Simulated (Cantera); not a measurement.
**Equilibrium for hydrogen reduction and annealing atmospheres: NiS + H₂ + N₂**

Charge: 1 mol NiS, 1.3 mol H₂, 3.1 mol N₂, equilibrated at 1475 K.

Method: chemical equilibrium by Gibbs-energy minimisation in Cantera with the NASA 1993 tables (ideal gas, pure condensed phases). Candidate condensed phases: Ni, NiS, NiS₂, Ni₃S₂, Ni₃S₄, S; 17 gas species. Metal and sulfide melt together well below either melting point, which pure phases cannot show. Mutual solubility and eutectic melting of coexisting phases are not modelled. The numbers say what is thermodynamically allowed, not how fast it happens.

```csv
P (Pa),log p N₂,log p H₂,log p S₂,log p H₂S,log p SH,log p S,log p H,n Ni(s),n Ni₃S₂(l)
10,-4.19,-4.58,-5.08,-6.50,-6.66,-7.06,-7.18,0.756,0.0807
100,-3.17,-3.56,-4.49,-5.19,-5.86,-6.76,-6.66,0,0.333
1000,-2.16,-2.57,-3.57,-3.74,-4.90,-6.30,-6.17,0,0.333
10000,-1.16,-1.60,-2.79,-2.39,-4.03,-5.91,-5.69,0,0.333
100000,-0.15,-0.64,-2.32,-1.19,-3.31,-5.68,-5.21,0,0.333
1000000,0.85,0.34,-2.18,-0.13,-2.75,-5.61,-4.71,0,0.333
```
log p: log10 of the partial pressure in bar; n: condensed amount in mol.

At 0.000100 bar the condensed part is Ni(s) + Ni₃S₂(l). From 0.00100 bar to 10.0 bar the condensed part is Ni₃S₂(l).
